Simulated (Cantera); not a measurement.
A perfectly stirred reactor is fed with CH4 : CO2 : H2 = 1 : 0.62 : 0.15 (molar parts), at 1.01 bar; it is held at 1798 K, and followed from long to short residence time.

Cantera simulation using GRI-Mech 3.0 (53 species, 325 reactions); the numbers are that mechanism's predictions, not measurements. GRI-Mech 3.0 stops at C3 and has no aromatics, soot or wall deposition, so with more carbon than oxygen in the feed, carbon stays in small species such as C2H2 where larger ones or solid carbon would form.

x: mole fraction; the columns are a selection and need not sum to one.

```json
[
 {"τ (s)": "2.8", "x CH4": "0.0126", "x CO2": "0.00392", "x H2": "0.547", "x C2H": "[?]", "x CH3": "0.000120", "x C2H4": "0.000843"},
 {"τ (s)": "0.57", "x CH4": "0.0235", "x CO2": "0.0116", "x H2": "0.502", "x C2H": "[?]", "x CH3": "0.000230", "x C2H4": "0.00106"},
 {"τ (s)": "0.11", "x CH4": "0.0468", "x CO2": "0.0288", "x H2": "0.429", "x C2H": "[?]", "x CH3": "0.000472", "x C2H4": "0.00143"},
 {"τ (s)": "0.023", "x CH4": "0.0964", "x CO2": "0.0721", "x H2": "0.362", "x C2H": "[?]", "x CH3": "0.000949", "x C2H4": "0.00220"},
 {"τ (s)": "0.0046", "x CH4": "0.214", "x CO2": "0.182", "x H2": "0.313", "x C2H": "[?]", "x CH3": "0.00186", "x C2H4": "0.00522"},
 {"τ (s)": "0.00093", "x CH4": "0.383", "x CO2": "0.292", "x H2": "0.221", "x C2H": "[?]", "x CH3": "0.00305", "x C2H4": "0.0116"},
 {"τ (s)": "0.00019", "x CH4": "0.513", "x CO2": "0.339", "x H2": "0.121", "x C2H": "[?]", "x CH3": "0.00363", "x C2H4": "0.00925"}
]
```

**Question.** What belongs in the gaps?

**Answer.** 
- 2.8, x C2H: 2.61e-7
- 0.57, x C2H: 3.54e-7
- 0.11, x C2H: 5.00e-7
- 0.023, x C2H: 5.64e-7
- 0.0046, x C2H: 4.14e-7
- 0.00093, x C2H: 1.79e-7
- 0.00019, x C2H: 2.38e-8
